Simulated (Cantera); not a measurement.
An isothermal, constant-pressure homogeneous reactor starts with H2 : O2 = 0.05 : 1 (molar parts), at 998 K and 230 Pa. Integrator tolerance rtol = 1e-08.

Computed with Cantera and the H2/O2 subset of GRI-Mech 3.0, which has no nitrogen chemistry. Radical loss at walls, strong at low pressure, is not modelled. The temperature is held fixed by assumption; the heat of reaction is taken as removed at once.

Problem. What does this change do: temperature 998 to 1375 K?

Solution. 
```
quantity                                             before                                     after
-----------------  ----------------------------------------  ----------------------------------------
x(H2) at 4.00 s    1.90e-5 (gas-phase equilibrium 8.64e-11)  0.000243 (gas-phase equilibrium 3.21e-7)
x(O2) at 4.00 s         0.950 (gas-phase equilibrium 0.951)       0.939 (gas-phase equilibrium 0.951)
x(H2O) at 4.00 s      0.0486 (gas-phase equilibrium 0.0488)     0.0462 (gas-phase equilibrium 0.0487)
x(H2O2) at 4.00 s  1.26e-8 (gas-phase equilibrium 6.26e-12)  7.41e-9 (gas-phase equilibrium 2.15e-10)
x(O) at 4.00 s     0.000616 (gas-phase equilibrium 3.03e-9)    0.0103 (gas-phase equilibrium 1.30e-5)
x(HO2) at 4.00 s   3.32e-7 (gas-phase equilibrium 4.28e-10)   2.17e-7 (gas-phase equilibrium 3.48e-8)
x(H) at 4.00 s       3.83e-5 (gas-phase equilibrium <1e-12)  0.000890 (gas-phase equilibrium 4.07e-8)
```
